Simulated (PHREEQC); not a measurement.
1.2 g of hydrous ferric oxide (600 m²/g; 0.2 weak and 0.005 strong sites per Fe, Dzombak-Morel constants, diffuse double layer) in 1 kg of water with 0.005 mol/kgw of an inert sodium salt and 0.00021 mol ZnSO4 and 9.6e-06 mol Na2SO4, at 25 °C; the pH is set by adding NaOH or the inert anion's acid. O2 is buffered at 0.21 atm. CO2 from the air is kept out. No solid was allowed to form.

The series has 17 steps of pH, from 4 to 12.

The numbers come from PHREEQC with the ion-association model, wateq4f.dat.

### Question
Near which pH is half of the S sorbed, and on which side is more sorbed?

### Answer
Near pH 7.0, with more sorbed at lower pH.

### Question
Near which pH is half of the Zn sorbed, and on which side is more sorbed?

### Answer
Near pH 6.1, with more sorbed at higher pH.

Species that the database lacks are ignored.
